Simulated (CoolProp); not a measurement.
Saturation properties of toluene (Tc = 591.7 K, pc = 4.126 MPa, ω = 0.266).

Model: reference Helmholtz-energy equation of state, Lemmon 2006, in CoolProp. It is a short technical equation, of lower accuracy than the large ones.

```json
[
 {"T (K)": "473.1", "p (MPa)": "0.7495", "vapour Z": "0.8368", "surface tension (mN/m)": "8.66", "liquid conductivity (mW/(m K))": "87.7"},
 {"T (K)": "484", "p (MPa)": "0.9054", "vapour Z": "0.8135", "surface tension (mN/m)": "7.65", "liquid conductivity (mW/(m K))": "85.9"},
 {"T (K)": "495", "p (MPa)": "1.086", "vapour Z": "0.7877", "surface tension (mN/m)": "6.66", "liquid conductivity (mW/(m K))": "84.1"},
 {"T (K)": "506", "p (MPa)": "1.293", "vapour Z": "0.7593", "surface tension (mN/m)": "5.70", "liquid conductivity (mW/(m K))": "82.5"},
 {"T (K)": "517", "p (MPa)": "1.527", "vapour Z": "0.7279", "surface tension (mN/m)": "4.77", "liquid conductivity (mW/(m K))": "81.0"},
 {"T (K)": "527.9", "p (MPa)": "1.790", "vapour Z": "0.6935", "surface tension (mN/m)": "3.89", "liquid conductivity (mW/(m K))": "79.6"},
 {"T (K)": "538.9", "p (MPa)": "2.089", "vapour Z": "0.6548", "surface tension (mN/m)": "3.05", "liquid conductivity (mW/(m K))": "78.4"},
 {"T (K)": "549.9", "p (MPa)": "2.425", "vapour Z": "0.6111", "surface tension (mN/m)": "2.26", "liquid conductivity (mW/(m K))": "77.3"},
 {"T (K)": "560.9", "p (MPa)": "2.802", "vapour Z": "0.5607", "surface tension (mN/m)": "1.52", "liquid conductivity (mW/(m K))": "76.5"}
]
```

It boils at 383.7 K under 1 atm.

Thermal conductivity comes from a separate model (Assael 2012). Surface tension comes from a separate correlation (Mulero 2012).
